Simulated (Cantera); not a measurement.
Equilibrium for nitride etching: AlN + H₂O

Input: 1 mol AlN, a varied amount of H₂O, at 902 °C and 8.80 mbar.

These are equilibrium values from Cantera (NASA tables, ideal gas, pure condensed phases), not measurements of a reactor. Candidate condensed phases: Al, AlN, Al₂O₃, H₂O; 35 gas species. Kinetics and transport are ignored.

| n(H₂O) (mol) | x H₂O | x H₂ | x N₂ | x H | x NH₃ | x OH | n Al₂O₃(s) |
|---|---|---|---|---|---|---|---|
| 3.1 | 0.444 | 0.417 | 0.139 | 8.44e-7 | 1.90e-7 | 6.27e-9 | 0.500 |
| 3.8 | 0.535 | 0.349 | 0.116 | 7.72e-7 | 1.33e-7 | 8.25e-9 | 0.500 |
| 4.7 | 0.615 | 0.288 | 0.0962 | 7.02e-7 | 9.10e-8 | 1.04e-8 | 0.500 |
| 5.7 | 0.677 | 0.242 | 0.0806 | 6.43e-7 | 6.40e-8 | 1.25e-8 | 0.500 |
| 7 | 0.733 | 0.200 | 0.0667 | 5.84e-7 | 4.38e-8 | 1.49e-8 | 0.500 |
| 8.6 | 0.780 | 0.165 | 0.0549 | 5.31e-7 | 2.97e-8 | 1.75e-8 | 0.500 |
| 10 | 0.810 | 0.143 | 0.0476 | 4.94e-7 | 2.23e-8 | 1.95e-8 | 0.500 |
| 13 | 0.852 | 0.111 | 0.0370 | 4.36e-7 | 1.35e-8 | 2.33e-8 | 0.500 |
| 16 | 0.879 | 0.0909 | 0.0303 | 3.94e-7 | 9.04e-9 | 2.65e-8 | 0.500 |
| 19 | 0.897 | 0.0769 | 0.0256 | 3.62e-7 | 6.47e-9 | 2.95e-8 | 0.500 |
| 23 | 0.915 | 0.0638 | 0.0213 | 3.30e-7 | 4.46e-9 | 3.30e-8 | 0.500 |
| 28 | 0.930 | 0.0526 | 0.0175 | 3.00e-7 | 3.03e-9 | 3.69e-8 | 0.500 |
x: gas mole fraction; n: condensed amount in mol.

From 3.1 mol H₂O to 28 mol H₂O the condensed part is Al₂O₃(s).
